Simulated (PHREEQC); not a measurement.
Consider water at 25 °C with 0.049 mol/kgw ZnSO4, 0.00011 mol/kgw NaCl and 0.071 mol/kgw H2SO4. Closed to the air; pH follows from the charge balance.

Model: ion-association model, phreeqc.dat, run in PHREEQC.

```csv
quantity,before,after
pH,1.22,1.36
ionic strength (mol/kgw),0.194,0.176
HSO4- (mol/kgw),0.0668,0.0862
SO4-2 (mol/kgw),0.0289,0.0171
Zn+2 (mol/kgw),0.0286,0.0337
ZnSO4 (mol/kgw),0.0165,0.0138
SI of Halite (NaCl),-9.78,-9.88
```

Which change was made?
A) H2SO4 replaced by K2SO4 at the same molality
B) ZnSO4 from 0.049 to 0.0539 mol/kgw
C) temperature from 25 to 70 °C
D) 0.075 mol/kgw NaOH added
E) temperature from 25 to 40 °C

C, temperature from 25 to 70 °C

No solid was allowed to form. Away from 25 °C the constants follow the database's enthalpies or fits; those with neither stay at their 25 °C values.
